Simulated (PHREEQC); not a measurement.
A PHREEQC input (ion-association model, phreeqc.dat):

```
SOLUTION 1
  temp 19
  units mg/kgw
  pH 7
  pe 10.7
  Na 3.88
  K 0.165
  Ca 5.08
  Mg 2.38
  Cl 13.5
  S(6) 1.26 as SO4
  Alkalinity 13 as HCO3
  O(0) 0.0438
  B 0.00483
END
USE solution 1
EQUILIBRIUM_PHASES 1
  Quartz 0 0.5
  CO2(g) 3.4 10
END
```

The run finishes without an error or a warning.

Its last state differs from that of the intended input:

```tsv
quantity	as run	intended
pH	2.80	7.49
ionic strength (mol/kgw)	0.00251	0.000856
HCO3- (mol/kgw)	0.00187	0.000211
CO2 (mol/kgw)	8.06	1.61e-5
CO3-2 (mol/kgw)	5.73e-11	2.99e-7
CaHCO3+ (mol/kgw)	2.16e-6	2.69e-7
```

Question: One thing in the input isn't as intended. What explains the difference?

Answer: Several could match; the one computed here: The fault: the CO2 pressure typed with the wrong sign of its logarithm. The line should read `CO2(g) -3.4` where the input has `CO2(g) 3.4`.
